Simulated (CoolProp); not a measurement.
C2F6 (R116) at 325.01 K and 0.643 MPa flows at 1.7 m/s in a round tube of 12.7 mm bore and 15 µm roughness, fully developed (64/Re and Nu = 3.66 if laminar; Colebrook and Gnielinski if turbulent). Each further row changes one setting.

The numbers come from the reference Helmholtz-energy equation of state, Lemmon 2006 in CoolProp. It is a short technical equation, of lower accuracy than the large ones.

```json
[
 {"case": "as stated", "Reynolds number": "[?]", "Darcy friction factor": "0.0246", "pressure drop (Pa/m)": "[?]", "heat-transfer coefficient (W/(m² K))": "168", "mass flow (kg/h)": "[?]"},
 {"case": "velocity 3.4 m/s", "Reynolds number": "96300", "Darcy friction factor": "[?]", "pressure drop (Pa/m)": "360", "heat-transfer coefficient (W/(m² K))": "[?]", "mass flow (kg/h)": "53.6"},
 {"case": "diameter 25.4 mm", "Reynolds number": "96300", "Darcy friction factor": "[?]", "pressure drop (Pa/m)": "[?]", "heat-transfer coefficient (W/(m² K))": "142", "mass flow (kg/h)": "[?]"}
]
```

Problem. Fill in the missing entries.

Solution. 
- as stated, Reynolds number: 48100
- as stated, pressure drop (Pa/m): 96.9
- as stated, mass flow (kg/h): 26.8
- velocity 3.4 m/s, Darcy friction factor: 0.0228
- velocity 3.4 m/s, heat-transfer coefficient (W/(m² K)): 313
- diameter 25.4 mm, Darcy friction factor: 0.0208
- diameter 25.4 mm, pressure drop (Pa/m): 40.9
- diameter 25.4 mm, mass flow (kg/h): 107

Viscosity comes from a separate model (Huber 2003), an estimate that may be off by 10 % or more. Thermal conductivity comes from a separate model (Huber 2003), an estimate that may be off by 10 % or more.
